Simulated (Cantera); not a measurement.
Mixture: 10.0 % CO, 3.40 % H2, 14.9 % O2, 62.5 % N2, 9.20 % H2O, at 8250 Torr, adiabatic and at constant pressure. Ignition delay is the time to a rise of 400 K.

Cantera simulation using GRI-Mech 3.0 (53 species, 325 reactions); the numbers are that mechanism's predictions, not measurements. The hydrogen kinetics of GRI-Mech 3.0 are dated; newer H2 mechanisms differ, most at raised pressure. Below about 950 K walls govern HO2 and H2O2 in real vessels.

Predict: delay at 948 K; delay at 998 K; delay at 1048 K; delay at 1098 K; delay at 1148 K; delay at 1198 K; apparent activation energy between 1098 and 1198 K.


| Property | Value |
|---|---|
| delay at 948 K | 40.9 ms |
| delay at 998 K | 12.4 ms |
| delay at 1048 K | 4.19 ms |
| delay at 1098 K | 1.53 ms |
| delay at 1148 K | 0.596 ms |
| delay at 1198 K | 0.242 ms |
| apparent activation energy between 1098 and 1198 K | 200 kJ/mol |
